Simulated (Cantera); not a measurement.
Cantera run, input and output.

```python
import numpy as np
import cantera as ct

gas = ct.Solution("gri30.yaml")
gas.TPX = 1725, 13332, {'CH4': 0.012, 'H2': 1, 'CO2': 0.027, 'H2O': 0.0022}
inlet = ct.Reservoir(gas, clone=True)

reactor = ct.IdealGasConstPressureReactor(gas, energy="off", clone=False)
exhaust = ct.Reservoir(gas, clone=True)
tau = [10, 3.6, 1.2, 0.41, 0.14, 0.047, 0.016, 0.0055][0]
for a, b in ((inlet, reactor), (reactor, exhaust)):
    ct.MassFlowController(a, b, mdot=lambda t: reactor.mass / tau)
net = ct.ReactorNet([reactor])
show = ['CH4', 'H2', 'CO2', 'CO', 'CH3', 'C2H', 'O']

rows = []
print(f"{'tau/s':>10s}{'T/K':>9s}" + "".join(f"{s:>11s}" for s in show))
for tau in [10, 3.6, 1.2, 0.41, 0.14, 0.047, 0.016, 0.0055]:
    net.initial_time = 0.0
    net.advance(30 * tau)
    before = gas.X
    net.advance(40 * tau)
    drift = np.max(np.abs(gas.X - before) / (gas.X + 1e-9))
    rows.append([gas.T, *gas[show].X, drift])
    print(f"{tau:10.3e}{gas.T:9.1f}" + "".join(f"{x:11.3e}" for x in gas[show].X))
```

Result:

```
     tau/s      T/K        CH4         H2        CO2         CO        CH3        C2H          O
 1.000e+01   1725.0  2.751e-03  9.411e-01  2.735e-04  2.885e-02  2.917e-05  8.329e-09  2.788e-10
 3.600e+00   1725.0  3.984e-03  9.395e-01  3.915e-04  2.692e-02  4.205e-05  9.388e-09  2.968e-10
 1.200e+00   1725.0  5.783e-03  9.383e-01  7.496e-04  2.558e-02  6.049e-05  8.129e-09  3.025e-10
 4.100e-01   1725.0  7.834e-03  9.379e-01  1.745e-03  2.426e-02  8.085e-05  5.377e-09  2.938e-10
 1.400e-01   1725.0  9.625e-03  9.394e-01  4.316e-03  2.162e-02  9.703e-05  2.659e-09  2.640e-10
 4.700e-02   1725.0  1.074e-02  9.443e-01  9.806e-03  1.612e-02  1.026e-04  9.379e-10  1.992e-10
 1.600e-02   1725.0  1.124e-02  9.516e-01  1.738e-02  8.551e-03  9.301e-05  2.149e-10  1.089e-10
 5.500e-03   1725.0  1.143e-02  9.575e-01  2.322e-02  2.709e-03  6.480e-05  1.972e-11  3.631e-11
```

Cantera simulation using GRI-Mech 3.0 (53 species, 325 reactions); the numbers are that mechanism's predictions, not measurements.
